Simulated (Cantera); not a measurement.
A perfectly stirred reactor is fed with CH4 : C2H6 : C3H8 : O2 : N2 = 1 : 0.1 : 0.84 : 9.78 : 36.8 (molar parts), at 1.90 bar; it is adiabatic with a 625 K inlet, and is followed from long to short residence time, starting on the burning branch (τ in s: 0.062, 0.035, 0.02, 0.011, 0.0064, 0.0036, 0.002, 0.0012, 0.00065, 0.00037, 0.00021, 0.00012, 6.7e-05).

Computed with Cantera and GRI-Mech 3.0 (53 species, 325 reactions). GRI-Mech 3.0 was tuned for natural gas; its chemistry of propane as a main component is partial and can be far from experiment.

One state of this run: T (K) = 2005; x CH4 = 1.62e-5; x C2H6 = 3.72e-7; x C3H8 = 3.05e-6; x CO = 0.00441; x HCO = 4.47e-7. x: mole fraction; the columns are a selection and need not sum to one.

### Question
Which value of τ (s) does it belong to?
A) 0.00065
B) 0.0036
C) 0.00021
D) 0.0020

### Answer
D, 0.0020
